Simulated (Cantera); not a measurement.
A Cantera script and what it prints.

```python
import numpy as np
import cantera as ct

gas_names = """
    C CN CO CO2 C2 CCN CNC C2N2 C2O C3 C3O2 C4 C4N2 C5 N NCO NO NO2 NO3 N2 N2O O O2 O3 Si SiC SiC2 SiN
    SiO SiO2 Si2 Si2C Si2N Si3
""".split()
cond_names = """
    C(gr) Si(cr) Si(L) SiC(b) SiO2(Lqz) SiO2(hqz) SiO2(L) Si2N2O(s) Si3N4(a)
""".split()


# ... load() reads the species with a 1 bar reference pressure and builds the phases ...
atoms = {
    'SiO2': {'Si': 1, 'O': 2},
    'C': {'C': 1},
    'N2': {'N': 2},
}
top_T = {'C(gr)': 4500, 'SiC(b)': 3050, 'Si2N2O(s)': 2100, 'Si3N4(a)': 2400}  # K; cautious upper limits of use, not melting points


# ... equilibrate(T, P, feed) seeds the gas with the atoms and calls Mixture.equilibrate('TP', solver="vcs", rtol=1e-11, max_steps=5000) ...
results = []
feed = {'SiO2': 1, 'C': 2.8, 'N2': 0.22}  # mol
P = 99000  # Pa
for T in [1725, 1800, 1875, 1950, 2025, 2100, 2175]:
    mix = equilibrate(T, P, feed)
    results.append((T, P, feed, dict(zip(mix.species_names, mix.species_moles))))

top = {s: max(r[3][s] / sum(r[3][g] for g in gas_names) for r in results) for s in gas_names}
cols = sorted((s for s in top if top[s] > 1e-06), key=lambda s: -top[s])[:6]
seen = [c for c in cond_names if any(r[3].get(c, 0) > 1e-12 for r in results)]
print("log10 of partial pressures in bar; condensed amounts in mol")
print(f"{'T/K':>10s}" + "".join(f"{s[:9]:>10s}" for s in cols + seen))
for T, P, feed, n in results:
    ng = sum(n[g] for g in gas_names)
    print(f"{T:10.4g}" + "".join(f"{np.log10(max(n[s] / ng * P / 1e5, 1e-99)):10.3f}" for s in cols)
          + "".join(f"{n.get(c, 0):10.4g}" for c in seen))
```

It prints:

```
log10 of partial pressures in bar; condensed amounts in mol
       T/K        CO        N2       SiO       CO2        Si       SiN     C(gr)    SiC(b)   SiO2(L) Si2N2O(s)
      1725    -0.023    -1.386    -2.924    -3.969    -8.315    -9.261     2.215         0    0.6099    0.1947
      1800    -0.017    -1.649    -2.272    -4.161    -7.116    -8.295    0.3535    0.6344         0    0.1778
      1875    -0.044    -1.108    -2.039    -4.318    -6.433    -7.433         0    0.8732         0   0.05364
      1950    -0.060    -1.048    -1.530    -4.299    -5.660    -6.716         0    0.8883         0   0.02346
      2025    -0.072    -1.008    -1.351    -4.424    -5.093    -6.207         0       0.9         0         0
      2100    -0.072    -1.008    -1.351    -4.605    -4.655    -5.842         0       0.9         0         0
      2175    -0.072    -1.008    -1.351    -4.773    -4.247    -5.503         0    0.8999         0         0
```

Cantera equilibrium calculation (NASA polynomials, part measured and part estimated; ideal gas, pure solids and liquids). Mutual solubility and eutectic melting of coexisting phases are not modelled. The tables hold silica as quartz up to 1696 K and as liquid above; real silica turns to tridymite and cristobalite and melts near 1996 K.
